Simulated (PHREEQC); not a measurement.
1 kg of water holding 0.61 mmol/kgw Na2B4O7, 19 mmol/kgw KCl and 26 mmol/kgw NaCl is evaporated at 25 °C; the solids stay in contact with the brine. The system is closed to CO2. Solids allowed: Halite, Sylvite, Borax, Boric_acid,s, KB5O8:4H2O, K2B4O7:4H2O, NaBO2:4H2O, NaB5O8:5H2O, Teepleite. Others were left out.

The numbers come from PHREEQC with the Pitzer model, pitzer.dat.

```json
[
 {"water left (kg)": "1", "ionic strength": "0.0462", "water activity": "0.998", "Sylvite (mol)": "0", "Halite (mol)": "0", "Borax (mol)": "0", "Na in solution (mol/kgw)": "0.0272", "Cl in solution (mol/kgw)": "0.0450"},
 {"water left (kg)": "0.6755", "ionic strength": "0.0684", "water activity": "0.998", "Sylvite (mol)": "0", "Halite (mol)": "0", "Borax (mol)": "0", "Na in solution (mol/kgw)": "0.0403", "Cl in solution (mol/kgw)": "0.0666"},
 {"water left (kg)": "0.4563", "ionic strength": "0.101", "water activity": "0.997", "Sylvite (mol)": "0", "Halite (mol)": "0", "Borax (mol)": "0", "Na in solution (mol/kgw)": "0.0597", "Cl in solution (mol/kgw)": "0.0986"},
 {"water left (kg)": "0.375", "ionic strength": "0.123", "water activity": "0.996", "Sylvite (mol)": "0", "Halite (mol)": "0", "Borax (mol)": "0", "Na in solution (mol/kgw)": "0.0726", "Cl in solution (mol/kgw)": "0.120"},
 {"water left (kg)": "0.2533", "ionic strength": "0.182", "water activity": "[?]", "Sylvite (mol)": "0", "Halite (mol)": "0", "Borax (mol)": "0", "Na in solution (mol/kgw)": "0.107", "Cl in solution (mol/kgw)": "0.178"},
 {"water left (kg)": "0.1711", "ionic strength": "0.270", "water activity": "0.991", "Sylvite (mol)": "0", "Halite (mol)": "0", "Borax (mol)": "0", "Na in solution (mol/kgw)": "0.159", "Cl in solution (mol/kgw)": "0.263"},
 {"water left (kg)": "0.1156", "ionic strength": "0.400", "water activity": "0.987", "Sylvite (mol)": "0", "Halite (mol)": "0", "Borax (mol)": "0", "Na in solution (mol/kgw)": "0.235", "Cl in solution (mol/kgw)": "0.389"},
 {"water left (kg)": "0.07809", "ionic strength": "0.592", "water activity": "0.981", "Sylvite (mol)": "0", "Halite (mol)": "0", "Borax (mol)": "0", "Na in solution (mol/kgw)": "0.349", "Cl in solution (mol/kgw)": "0.576"},
 {"water left (kg)": "0.06418", "ionic strength": "0.720", "water activity": "0.976", "Sylvite (mol)": "0", "Halite (mol)": "0", "Borax (mol)": "0", "Na in solution (mol/kgw)": "[?]", "Cl in solution (mol/kgw)": "0.701"},
 {"water left (kg)": "0.04335", "ionic strength": "1.07", "water activity": "0.965", "Sylvite (mol)": "0", "Halite (mol)": "0", "Borax (mol)": "0", "Na in solution (mol/kgw)": "[?]", "Cl in solution (mol/kgw)": "1.04"},
 {"water left (kg)": "0.02931", "ionic strength": "1.58", "water activity": "0.948", "Sylvite (mol)": "0", "Halite (mol)": "0", "Borax (mol)": "0", "Na in solution (mol/kgw)": "0.929", "Cl in solution (mol/kgw)": "1.54"},
 {"water left (kg)": "0.0198", "ionic strength": "2.34", "water activity": "0.923", "Sylvite (mol)": "0", "Halite (mol)": "0", "Borax (mol)": "0", "Na in solution (mol/kgw)": "1.37", "Cl in solution (mol/kgw)": "2.27"},
 {"water left (kg)": "0.01339", "ionic strength": "3.47", "water activity": "[?]", "Sylvite (mol)": "0", "Halite (mol)": "0", "Borax (mol)": "0", "Na in solution (mol/kgw)": "2.03", "Cl in solution (mol/kgw)": "3.36"},
 {"water left (kg)": "0.01102", "ionic strength": "4.21", "water activity": "0.855", "Sylvite (mol)": "0", "Halite (mol)": "0", "Borax (mol)": "0", "Na in solution (mol/kgw)": "2.47", "Cl in solution (mol/kgw)": "4.08"},
 {"water left (kg)": "0.007454", "ionic strength": "6.23", "water activity": "0.776", "Sylvite (mol)": "0", "Halite (mol)": "0", "Borax (mol)": "2.16e-5", "Na in solution (mol/kgw)": "3.65", "Cl in solution (mol/kgw)": "6.04"},
 {"water left (kg)": "0.005012", "ionic strength": "7.32", "water activity": "0.720", "Sylvite (mol)": "0.00844", "Halite (mol)": "0.000661", "Borax (mol)": "0.000279", "Na in solution (mol/kgw)": "5.19", "Cl in solution (mol/kgw)": "7.16"}
]
```

**Question.** What belongs in the gaps?

**Answer.** 
- 0.2533, water activity: 0.994
- 0.06418, Na in solution (mol/kgw): 0.424
- 0.04335, Na in solution (mol/kgw): 0.628
- 0.01339, water activity: 0.883
